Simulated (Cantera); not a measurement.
# Ti(OiPr)4 + C3H8 (titanium nitride, carbide and oxide coatings)

Feed: 1 mol Ti(OiPr)4, 0.084 mol C3H8, held at 902 °C and 88.0 Pa.

Method: chemical equilibrium by Gibbs-energy minimisation in Cantera with the NASA 1993 tables (ideal gas, pure condensed phases). Candidate condensed phases: C, C6H6, C7H8, C8H18, H2O, Ti, TiC, TiO, TiO2, Ti2O3, Ti3O5, Ti4O7; 113 gas species. The feed counts by its element totals alone. TiC: taken at fixed stoichiometry. Rates play no part.

- x(H2) = 0.782
- x(CO) = 0.218
- x(CH4) = 1.03e-5
- x(H2O) = 5.20e-6
- x(H) = 3.65e-6
- x(CO2) = 1.13e-6
- n(C(graphite)) = 7.25 mol
- n(TiC(s)) = 1.00 mol
- gas amount = 18.34 mol
- log10 activity of Ti2O3(s) (absent) = -1.90
- log10 activity of Ti3O5(s) (absent) = -3.14
- log10 activity of Ti4O7(s) (absent) = -4.61
